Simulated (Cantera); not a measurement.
An isothermal, constant-pressure homogeneous reactor starts with H₂ : O₂ : N₂ = 1.5 : 1 : 1.9 (molar parts), at 1000 K and 413 Torr.

Computed with Cantera and GRI-Mech 3.0 (53 species, 325 reactions). The temperature is held fixed by assumption; the heat of reaction is taken as removed at once.

x: mole fraction; the columns are a selection and need not sum to one.

```
t (s)         x H₂    x O₂       x H    x NO₂     x HO₂
--------  --------  ------  --------  -------  --------
6.00e-6      0.341   0.227  1.91e-10   <1e-12  2.16e-10
1.79e-5      0.341   0.227  8.71e-10   <1e-12  9.03e-10
5.34e-5      0.341   0.227   1.38e-8   <1e-12   1.16e-8
0.000159     0.341   0.227   2.25e-5   <1e-12   1.59e-5
0.000475    0.0592  0.0959  0.000429      ___  0.000143
0.00142     0.0519  0.0926   1.17e-6      ___   7.47e-5
0.00423     0.0513  0.0923   1.57e-6      ___   6.71e-5
0.0126      0.0485  0.0909   2.64e-6  1.89e-7   8.05e-5
0.0377      0.0377  0.0859   2.53e-6  1.90e-7   7.77e-5
0.112       0.0182  0.0768   1.25e-6      ___   5.71e-5
0.335      0.00310  0.0699   1.72e-7      ___   2.30e-5
1.00      0.000327  0.0686   5.81e-9      ___   4.25e-6
```

Task: Fill in the missing entries.

Result: 
- 0.000475, x NO₂: 3.55e-9
- 0.00142, x NO₂: 2.08e-7
- 0.00423, x NO₂: 2.29e-7
- 0.112, x NO₂: 2.35e-7
- 0.335, x NO₂: 3.42e-7
- 1.00, x NO₂: 4.26e-7
